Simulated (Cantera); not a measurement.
**Hydrocarbon pyrolysis for carbon deposition**

An isothermal, constant-pressure homogeneous reactor starts with 38.5 % C2H4, 61.5 % H2, at 1250 K and 0.0760 atm.

Computed with Cantera and GRI-Mech 3.0 (53 species, 325 reactions). GRI-Mech 3.0 was tuned for natural gas; its chemistry of ethylene as a main component is partial and can be far from experiment. GRI-Mech 3.0 stops at C3 and has no aromatics, soot or wall deposition, so with more carbon than oxygen in the feed, carbon stays in small species such as C2H2 where larger ones or solid carbon would form.

```
t (s)     x C2H4   x H2     x C2H    x C2H2     x CH4       x H     x CH2
--------  ------  -----  --------  --------  --------  --------  --------
2.00e-6    0.385  0.615    <1e-12   1.55e-8    <1e-12  5.55e-12    <1e-12
6.91e-6    0.385  0.615    <1e-12   5.36e-8    <1e-12  1.60e-11    <1e-12
2.39e-5    0.385  0.615    <1e-12   1.85e-7    <1e-12  4.74e-11    <1e-12
8.25e-5    0.385  0.615    <1e-12   6.40e-7    <1e-12  1.62e-10    <1e-12
0.000285   0.385  0.615    <1e-12   2.21e-6    <1e-12  5.69e-10    <1e-12
0.000985   0.385  0.615    <1e-12   7.67e-6  3.76e-12   1.98e-9    <1e-12
0.00340    0.385  0.615    <1e-12   2.68e-5  1.58e-10   6.88e-9    <1e-12
0.0118     0.384  0.615    <1e-12   9.62e-5   6.72e-9   2.56e-8    <1e-12
0.0406     0.384  0.616    <1e-12  0.000405   3.82e-7   1.80e-7    <1e-12
0.140      0.373  0.618  1.84e-11   0.00830  0.000197   4.72e-6  1.73e-11
0.485      0.276  0.641  2.69e-10    0.0767   0.00476   7.72e-6  2.95e-11
1.68       0.127  0.675  6.03e-10     0.183    0.0148   7.66e-6  2.94e-11
5.79      0.0666  0.681  6.38e-10     0.223    0.0288   6.70e-6  3.36e-11
20.0      0.0620  0.659  5.15e-10     0.220    0.0587   5.31e-6  4.29e-11
```
x: mole fraction; the columns are a selection and need not sum to one.

Equilibrium at this temperature and pressure: C2H4 0.0420, H2 0.507, C2H 1.36e-10, C2H2 0.189, CH4 0.262, H 1.25e-6, CH2 1.71e-11 (gas phase only).
